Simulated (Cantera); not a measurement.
Input (Python, Cantera) and output of one run.

```python
import numpy as np
import cantera as ct

gas_names = """
    C CN CO CO2 C2 CCN CNC C2N2 C2O C3 C3O2 C4 C4N2 C5 Fe FeC5O5 FeO N NCO NO NO2 NO3 N2 N2O O O2 O3
""".split()
cond_names = """
    C(gr) Fe(a) Fe(c) Fe(d) Fe(L) FeC5O5(L) FeO(s) FeO(L) Fe2O3(s) Fe3O4(s)
""".split()


def load(file, names, dense=False):
    # The tables refer to 1 bar. Condensed volumes are neglected.
    table = {s.name: s for s in ct.Species.list_from_file(file)}
    out = []
    for n in names:
        d = dict(table[n].input_data)
        d["thermo"] = dict(d["thermo"], **{"reference-pressure": 1e5})
        if dense:
            d["equation-of-state"] = {"model": "constant-volume", "density": "1e6 g/cm^3"}
        out.append(ct.Species.from_dict(d))
    return out


gas = ct.Solution(thermo="ideal-gas", species=load("nasa_gas.yaml", gas_names))
cond = {s.name: ct.Solution(thermo="fixed-stoichiometry", species=[s], name=s.name)
        for s in load("nasa_condensed.yaml", cond_names, dense=True)}
atoms = {
    'Fe2O3': {'Fe': 2, 'O': 3},
    'CO': {'C': 1, 'O': 1},
    'N2': {'N': 2},
}
top_T = {'C(gr)': 4500, 'Fe2O3(s)': 1830, 'Fe3O4(s)': 1870}  # K; cautious upper limits of use, not melting points


def equilibrate(T, P, feed):
    n = {}
    for name, mol in feed.items():
        for a, k in atoms[name].items():
            n[a] = n.get(a, 0.0) + k * mol
    gas.TPX = T, P, n
    mass = sum(n.values()) * gas.mean_molecular_weight
    gas.equilibrate("TP")
    valid = [c for c in cond.values() if c.min_temp <= T <= top_T.get(c.name, c.max_temp)]
    mix = ct.Mixture([(gas, mass / gas.mean_molecular_weight)] + [(c, 0.0) for c in valid])
    mix.T, mix.P = T, P
    mix.equilibrate("TP", solver="vcs", rtol=1e-11, max_steps=5000)
    return mix


results = []
feed = {'Fe2O3': 1, 'CO': 5.7, 'N2': 0.14}  # mol
T = 1148  # K
P = 1333.22  # Pa
mix = equilibrate(T, P, feed)
results.append((T, P, feed, dict(zip(mix.species_names, mix.species_moles))))
print(gas.report(threshold=1e-06))
for i in range(1, mix.n_phases):
    print(f"{mix.phase(i).name:16s} {mix.phase_moles(i):12.5e} mol")
```

Result:

```
       temperature   1148 K
          pressure   1333.2 Pa
           density   0.004295 kg/m^3
  mean mol. weight   30.75 kg/kmol
   phase of matter   gas

                          1 kg             1 kmol
                     ---------------   ---------------
          enthalpy       -4.1348e+06       -1.2714e+08  J
   internal energy       -4.4452e+06       -1.3669e+08  J
           entropy            9303.5        2.8608e+05  J/K
    Gibbs function       -1.4815e+07       -4.5556e+08  J
 heat capacity c_p            1222.1             37579  J/K
 heat capacity c_v             951.7             29264  J/K

                      mass frac. Y      mole frac. X     chem. pot. / RT
                     ---------------   ---------------   ---------------
                CO           0.73309           0.80479           -42.088
               CO2           0.24507           0.17123           -76.258
                N2           0.02184          0.023973           -33.279
     [  +24 minor]        1.0842e-09        5.9715e-10

C(gr)             0.00000e+00 mol
Fe(a)             0.00000e+00 mol
FeC5O5(L)         0.00000e+00 mol
FeO(s)            2.00000e+00 mol
Fe2O3(s)          0.00000e+00 mol
Fe3O4(s)          0.00000e+00 mol
```

Cantera equilibrium calculation (NASA polynomials, part measured and part estimated; ideal gas, pure solids and liquids). The tables' stoichiometric FeO is somewhat more stable than real wüstite, so its field is too wide. FeO: taken at fixed stoichiometry.
